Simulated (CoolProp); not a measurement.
Properties of cyclopentane along the isobar 0.101 MPa (Tc = 238.6 °C, pc = 4.583 MPa, ω = 0.202).

The numbers come from the reference Helmholtz-energy equation of state, Gedanitz 2015 in CoolProp.

```
T (°C)  phase       Z  cp (kJ/(kg K))  cv (kJ/(kg K))  speed of sound (m/s)  fugacity coefficient
------  -----  ------  --------------  --------------  --------------------  --------------------
66.85     gas  0.9706           1.421             [?]                 204.7                0.9715
82.15     gas     [?]             [?]           1.361                 209.5                0.9752
97.45     gas  0.9778           1.566           1.436                 214.0                0.9783
112.75    gas  0.9805           1.639           1.510                 218.5                0.9809
128.05    gas  0.9828             [?]           1.584                 222.8                0.9831
143.35    gas  0.9848           1.784           1.658                 227.0                0.9850
158.65    gas  0.9864           1.856           1.730                 231.1                0.9866
173.95    gas  0.9879           1.926           1.801                 235.2                0.9880
189.15    gas  0.9891             [?]             [?]                 239.1                0.9892
204.45    gas  0.9902           2.063           1.940                 243.0                0.9903
219.75    gas  0.9911           2.130           2.007                   [?]                0.9912
```

Q: Fill in the missing entries.

A: 
- 66.85, cv (kJ/(kg K)): 1.286
- 82.15, Z: 0.9746
- 82.15, cp (kJ/(kg K)): 1.493
- 128.05, cp (kJ/(kg K)): 1.712
- 189.15, cp (kJ/(kg K)): 1.995
- 189.15, cv (kJ/(kg K)): 1.871
- 219.75, speed of sound (m/s): 246.8
